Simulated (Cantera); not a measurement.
A Cantera script and what it prints.

```python
import numpy as np
import cantera as ct

gas_names = """
    B BCL BCL2 BCL3 BH BH2 BH3 BN B2 CL CL2 H HCL H2 N NH NH2 NH3 N2 N2H2 N2H4
""".split()
cond_names = """
    B(b) B(L) BN(s) NH4CL(a) NH4CL(b)
""".split()


# ... load() reads the species with a 1 bar reference pressure and builds the phases ...
atoms = {
    'BCl3': {'B': 1, 'CL': 3},
    'NH3': {'N': 1, 'H': 3},
}
top_T = {'BN(s)': 3200}  # K; cautious upper limits of use, not melting points


# ... equilibrate(T, P, feed) seeds the gas with the atoms and calls Mixture.equilibrate('TP', solver="vcs", rtol=1e-11, max_steps=5000) ...
results = []
feed = {'BCl3': 1, 'NH3': 21}  # mol
for P in [10, 37, 140, 520, 1900, 7200, 27000, 100000]:
    for T in [1123, 1223, 1323, 1423, 1523, 1623, 1723, 1823, 1923, 2023, 2123, 2223, 2323, 2423]:
        mix = equilibrate(T, P, feed)
        results.append((T, P, feed, dict(zip(mix.species_names, mix.species_moles))))

for T, P, feed, n in results:
    print(f"{T:7g} {P:10.4g}  " + (" + ".join(c for c in cond_names if n.get(c, 0) > 1e-12) or "gas only"))
```

Output:

```
   1123         10  BN(s)
   1223         10  BN(s)
   1323         10  BN(s)
   1423         10  BN(s)
   1523         10  BN(s)
   1623         10  BN(s)
   1723         10  BN(s)
   1823         10  BN(s)
   1923         10  gas only
   2023         10  gas only
   2123         10  gas only
   2223         10  gas only
   2323         10  gas only
   2423         10  gas only
   1123         37  BN(s)
   1223         37  BN(s)
   1323         37  BN(s)
   1423         37  BN(s)
   1523         37  BN(s)
   1623         37  BN(s)
   1723         37  BN(s)
   1823         37  BN(s)
   1923         37  gas only
   2023         37  gas only
   2123         37  gas only
   2223         37  gas only
   2323         37  gas only
   2423         37  gas only
   1123        140  BN(s)
   1223        140  BN(s)
   1323        140  BN(s)
   1423        140  BN(s)
   1523        140  BN(s)
   1623        140  BN(s)
   1723        140  BN(s)
   1823        140  BN(s)
   1923        140  BN(s)
   2023        140  gas only
   2123        140  gas only
   2223        140  gas only
   2323        140  gas only
   2423        140  gas only
   1123        520  BN(s)
   1223        520  BN(s)
   1323        520  BN(s)
   1423        520  BN(s)
   1523        520  BN(s)
   1623        520  BN(s)
   1723        520  BN(s)
   1823        520  BN(s)
   1923        520  BN(s)
   2023        520  BN(s)
   2123        520  gas only
   2223        520  gas only
   2323        520  gas only
   2423        520  gas only
   1123       1900  BN(s)
   1223       1900  BN(s)
   1323       1900  BN(s)
   1423       1900  BN(s)
   1523       1900  BN(s)
   1623       1900  BN(s)
   1723       1900  BN(s)
   1823       1900  BN(s)
   1923       1900  BN(s)
   2023       1900  BN(s)
   2123       1900  BN(s)
   2223       1900  gas only
   2323       1900  gas only
   2423       1900  gas only
   1123       7200  BN(s)
   1223       7200  BN(s)
   1323       7200  BN(s)
   1423       7200  BN(s)
   1523       7200  BN(s)
   1623       7200  BN(s)
   1723       7200  BN(s)
   1823       7200  BN(s)
   1923       7200  BN(s)
   2023       7200  BN(s)
   2123       7200  BN(s)
   2223       7200  BN(s)
   2323       7200  BN(s)
   2423       7200  gas only
   1123    2.7e+04  BN(s)
   1223    2.7e+04  BN(s)
   1323    2.7e+04  BN(s)
   1423    2.7e+04  BN(s)
   1523    2.7e+04  BN(s)
   1623    2.7e+04  BN(s)
   1723    2.7e+04  BN(s)
   1823    2.7e+04  BN(s)
   1923    2.7e+04  BN(s)
   2023    2.7e+04  BN(s)
   2123    2.7e+04  BN(s)
   2223    2.7e+04  BN(s)
   2323    2.7e+04  BN(s)
   2423    2.7e+04  BN(s)
   1123      1e+05  BN(s)
   1223      1e+05  BN(s)
   1323      1e+05  BN(s)
   1423      1e+05  BN(s)
   1523      1e+05  BN(s)
   1623      1e+05  BN(s)
   1723      1e+05  BN(s)
   1823      1e+05  BN(s)
   1923      1e+05  BN(s)
   2023      1e+05  BN(s)
   2123      1e+05  BN(s)
   2223      1e+05  BN(s)
   2323      1e+05  BN(s)
   2423      1e+05  BN(s)
```

These are equilibrium values from Cantera (NASA tables, ideal gas, pure condensed phases), not measurements of a reactor. The tables' values for BCl2 are old estimates.
